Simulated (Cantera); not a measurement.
A diamond (100) surface in a fixed gas of H2 with x(CH4) = 0.018, x(CH3) = 1.7e-05, at 1348 K, 0.0320 bar; coverages are run to steady state.

Model: the Harris–Goodwin 1993 mechanism for the reconstructed diamond (100) surface, integrated in Cantera.

One state of this run: growth (µm/h) = 0.149; θ c6HH = 0.353; θ c6H* = 0.0545; θ c6*H = 0.538; θ c6** = 0.0549. θ: site fractions in the mechanism's names (c6HH fully hydrogenated, c6H* and c6*H radical sites, c6** diradical, c6HM methylated).

Q: Which value of x(H) does it belong to?
A) 0.0009
B) 0.0039
C) 0.00043
D) 0.017

A: D, 0.017
